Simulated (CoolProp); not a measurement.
Saturation properties of R114 (Tc = 147.5 °C, pc = 3.352 MPa, ω = 0.252).

Values from CoolProp's reference Helmholtz-energy equation of state, Platzer 1990. This equation is an older, rougher fit; its heat capacities, sound speeds and derivatives of the liquid may be far off and weren't checked against measurements.

```tsv
T (°C)	p (MPa)	liquid density (kg/m³)	vapour density (kg/m³)	enthalpy of vaporisation (kJ/kg)
30.05	___	1439	18.47	126.1
33.05	0.2756	1430	20.17	124.9
36.05	0.3015	1420	21.99	___
39.05	0.3292	1410	23.93	122.4
41.95	0.3578	___	25.95	121.1
44.95	0.3893	1391	___	119.8
47.95	0.4228	1381	30.54	118.5
50.95	0.4584	1371	33.07	117.1
53.95	0.4962	1360	35.77	115.7
56.85	0.5350	___	38.55	114.3
59.85	0.5774	___	___	112.8
62.85	0.6223	1328	44.88	111.3
```

Question: Some entries are withheld; supply them.

Answer: 
- 30.05, p (MPa): 0.2514
- 36.05, enthalpy of vaporisation (kJ/kg): 123.6
- 41.95, liquid density (kg/m³): 1401
- 44.95, vapour density (kg/m³): 28.17
- 56.85, liquid density (kg/m³): 1350
- 59.85, liquid density (kg/m³): 1339
- 59.85, vapour density (kg/m³): 41.61

It boils at 3.6 °C under 1 atm.
